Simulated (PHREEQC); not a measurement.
Make-up at 10 °C: 0.5 mol MgCl2, 0.004 mol H3BO3 and 0.0082 mol NaCl per kg of water. Closed to the air; pH follows from the charge balance.

Model: Pitzer model, pitzer.dat, run in PHREEQC.

Problem. The ionic strength comes out as 1.51 mol/kgw. What activity coefficients do Mg+2, Cl-, H+, Na+, B(OH)4- get?

Solution. Mg+2 0.37, Cl- 0.57, H+ 1.1, Na+ 0.82, B(OH)4- 0.24. Single-ion values are on the MacInnes scale.

No solid was allowed to form. In brines, pH and single-ion activities rest on the MacInnes convention. At this temperature some constants are extrapolated from 25 °C, and those without enthalpy data are left unchanged.
